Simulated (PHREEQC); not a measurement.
Dissolve 0.11 mol HF, 0.22 mol NaF and 0.001 mol H2SiF6 per kg of water at 20 °C. It is in equilibrium with CO2 at log p = -2 (atm). Otherwise closed; pH follows from the charge balance.

Equilibrium calculation in PHREEQC: ion-association model, phreeqc.dat.

**Question.** The ionic strength comes out as 0.211 mol/kgw. What activity coefficients do HF2-, Na+, H+, F-, SiF6-2 get?

**Answer.** HF2- 0.75, Na+ 0.75, H+ 0.80, F- 0.70, SiF6-2 0.29.

This is a speciation only: nothing precipitates in the calculation. Complexes and solids missing from the database can't appear. SiF6-2 is the database's only silicon fluoride.
